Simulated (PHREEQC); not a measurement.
Solution (54 °C): 140 mmol/kgw KHF2. It is in equilibrium with CO2 at log p = 0 (atm). Otherwise closed; pH follows from the charge balance.

Computed with PHREEQC (ion-association model, phreeqc.dat).

```csv
quantity,before,after
pH,3.27,3.35
F- (mol/kgw),0.0988,0.0257
HF (mol/kgw),0.0975,0.0247
HF2- (mol/kgw),0.0419,0.00278
HCO3- (mol/kgw),2.26e-5,2.47e-5
```

Problem. What was changed between the two runs?
(A) KHF2 replaced by HBF4 at the same molality
(B) diluted 5-fold with water
(C) KHF2 from 0.14 to 0.28 mol/kgw
(D) temperature from 54 to 35 °C
(E) KHF2 replaced by NH4HF2 at the same molality

Solution. B, diluted 5-fold with water

No solid was allowed to form. Constants without temperature data keep their 25 °C values here.
